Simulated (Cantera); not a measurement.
Cantera with NASA thermochemical tables; ideal gases at 1 bar, condensed phases pure. Values are per mole of reaction as written; species without (g) are pure solids or liquids, kept so even where they would boil at 1 bar.

3 Cs(g) + 3 NO(g) + NH3(g) → 3 CsOH + 2 N2(g)

| T (K) | ΔH° (kJ) | ΔS° (J/K) | ΔG° (kJ) | log10 K |
|---|---|---|---|---|
| 948 | -1608.3 | -491.0 | -1142.8 | 62.97 |
| 973 | (withheld) | (withheld) | (withheld) | (withheld) |
| 998 | (withheld) | (withheld) | (withheld) | (withheld) |
| 1023 | -1601.5 | -484.1 | -1106.3 | 56.49 |
| 1048 | (withheld) | (withheld) | (withheld) | (withheld) |
| 1073 | -1597.1 | -479.9 | -1082.2 | 52.68 |
| 1098 | -1594.9 | -477.9 | -1070.2 | 50.91 |
| 1123 | -1592.7 | -475.9 | -1058.3 | 49.22 |

**Question.** Complete the blanks.

**Answer.** 
- 973, ΔH° (kJ): -1606.0
- 973, ΔS° (J/K): -488.6
- 973, ΔG° (kJ): -1130.6
- 973, log10 K: 60.69
- 998, ΔH° (kJ): -1603.8
- 998, ΔS° (J/K): -486.3
- 998, ΔG° (kJ): -1118.4
- 998, log10 K: 58.54
- 1048, ΔH° (kJ): -1599.3
- 1048, ΔS° (J/K): -482.0
- 1048, ΔG° (kJ): -1094.2
- 1048, log10 K: 54.54
